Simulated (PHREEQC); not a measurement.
## Acid rinse or clean (model solution)

A solution holds 0.0018 mol/kgw HCl and 0.0011 mol/kgw KCl, at 25 °C. Closed to the air; pH follows from the charge balance.

Equilibrium calculation in PHREEQC: ion-association model, phreeqc.dat.

```json
{
  "pH": "2.77",
  "ionic_strength": "0.00290 mol/kgw",
  "specific_conductance": "894 µS/cm",
  "total_alkalinity": "-1.80 meq/kg"
}
```

```csv
species,molality,activity,log γ
Cl-,0.00290,0.00273,-0.026
H+,0.00180,0.00170,-0.024
K+,0.00110,0.00104,-0.026
```

Precipitation was switched off in this run.
